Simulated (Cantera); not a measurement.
Charge: 1 mol BN, 2.8 mol HCl, equilibrated at 14.0 mbar.

Cantera equilibrium calculation (NASA polynomials, part measured and part estimated; ideal gas, pure solids and liquids). Candidate condensed phases: B, BN, NH4Cl; 21 gas species. Gases not in the tables: BHCl2. Equilibrium is a limit: real reactors are often held back by kinetics, nucleation or transport.

**Question.** At 1050 K, list the 4 most abundant gas species with their mole fractions, and the condensed phases.

**Answer.** HCl 0.963, H2 0.0187, BCl3 0.0125, N2 0.00623. Condensed: BN(s).
